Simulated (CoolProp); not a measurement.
Propylene along the isotherm 575 K: fugacity coefficient from the reference equation and from simpler models built on Tc = 364.2 K, pc = 4.555 MPa, ω = 0.146; each cubic takes its own stable root.

Values from CoolProp's reference Helmholtz-energy equation of state, Lemmon 2013.

```csv
p (MPa),phase,reference
1.52,gas,0.9768
3.04,gas,0.9547
4.55,gas,0.9339
6.07,supercritical,0.9142
7.59,supercritical,0.8955
9.11,supercritical,0.8781
10.6,supercritical,0.8621
12.1,supercritical,0.8471
13.7,supercritical,0.8325
15.2,supercritical,0.8200
16.7,supercritical,0.8087
18.2,supercritical,0.7986
19.7,supercritical,0.7897
21.3,supercritical,0.7814
22.8,supercritical,0.7747
```

Task: How far does each simpler model (van der Waals, Soave-Redlich-Kwong, Peng-Robinson) lie from the reference over these 15 states: mean and median of the absolute difference, and the worst?

Result: 
- van der Waals: mean 6.0 %, median 6.6 %, worst -9.6 % at 575 K and 22.8 MPa
- Soave-Redlich-Kwong: mean 3.5 %, median 3.4 %, worst +6.8 % at 575 K and 22.8 MPa
- Peng-Robinson: mean 1.3 %, median 1.4 %, worst -1.6 % at 575 K and 13.7 MPa
